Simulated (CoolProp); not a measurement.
Saturation properties of R13 (Tc = 29.9 °C, pc = 3.973 MPa, ω = 0.175).

The numbers come from the reference Helmholtz-energy equation of state, Platzer 1990 in CoolProp. This equation is an older, rougher fit; its heat capacities, sound speeds and derivatives of the liquid may be far off and weren't checked against measurements.

```json
[
 {"T (°C)": "-49.25", "p (MPa)": "0.4308", "liquid density (kg/m³)": "1389", "vapour Z": "0.8881", "surface tension (mN/m)": "9.07", "vapour viscosity (µPa s)": "10.8", "liquid conductivity (mW/(m K))": "73.9"},
 {"T (°C)": "-45.65", "p (MPa)": "0.4927", "liquid density (kg/m³)": "1373", "vapour Z": "0.8774", "surface tension (mN/m)": "8.54", "vapour viscosity (µPa s)": "11.0", "liquid conductivity (mW/(m K))": "72.1"},
 {"T (°C)": "-42.15", "p (MPa)": "0.5590", "liquid density (kg/m³)": "1357", "vapour Z": "0.8664", "surface tension (mN/m)": "8.03", "vapour viscosity (µPa s)": "11.2", "liquid conductivity (mW/(m K))": "70.4"},
 {"T (°C)": "-38.55", "p (MPa)": "0.6338", "liquid density (kg/m³)": "1340", "vapour Z": "0.8544", "surface tension (mN/m)": "(withheld)", "vapour viscosity (µPa s)": "11.4", "liquid conductivity (mW/(m K))": "68.6"},
 {"T (°C)": "-34.95", "p (MPa)": "0.7159", "liquid density (kg/m³)": "1323", "vapour Z": "0.8418", "surface tension (mN/m)": "7.02", "vapour viscosity (µPa s)": "11.7", "liquid conductivity (mW/(m K))": "66.9"},
 {"T (°C)": "-31.35", "p (MPa)": "0.8055", "liquid density (kg/m³)": "1305", "vapour Z": "(withheld)", "surface tension (mN/m)": "6.52", "vapour viscosity (µPa s)": "11.9", "liquid conductivity (mW/(m K))": "65.2"},
 {"T (°C)": "-27.85", "p (MPa)": "0.9002", "liquid density (kg/m³)": "1287", "vapour Z": "0.8148", "surface tension (mN/m)": "(withheld)", "vapour viscosity (µPa s)": "12.1", "liquid conductivity (mW/(m K))": "63.5"},
 {"T (°C)": "-24.25", "p (MPa)": "1.006", "liquid density (kg/m³)": "1269", "vapour Z": "0.8001", "surface tension (mN/m)": "5.56", "vapour viscosity (µPa s)": "12.4", "liquid conductivity (mW/(m K))": "61.8"},
 {"T (°C)": "-20.65", "p (MPa)": "1.121", "liquid density (kg/m³)": "1249", "vapour Z": "0.7845", "surface tension (mN/m)": "5.08", "vapour viscosity (µPa s)": "12.6", "liquid conductivity (mW/(m K))": "60.2"},
 {"T (°C)": "-17.05", "p (MPa)": "1.244", "liquid density (kg/m³)": "1229", "vapour Z": "0.7680", "surface tension (mN/m)": "4.62", "vapour viscosity (µPa s)": "12.9", "liquid conductivity (mW/(m K))": "58.5"}
]
```

Problem. Fill in the missing entries.

Solution. 
- -38.55, surface tension (mN/m): 7.52
- -31.35, vapour Z: 0.8285
- -27.85, surface tension (mN/m): 6.04

It boils at -81.4 °C under 1 atm.

Viscosity comes from a separate model (Huber 2003), an estimate that may be off by 10 % or more. Thermal conductivity comes from a separate model (Huber 2003), an estimate that may be off by 10 % or more. Surface tension comes from a separate correlation (Mulero 2012).
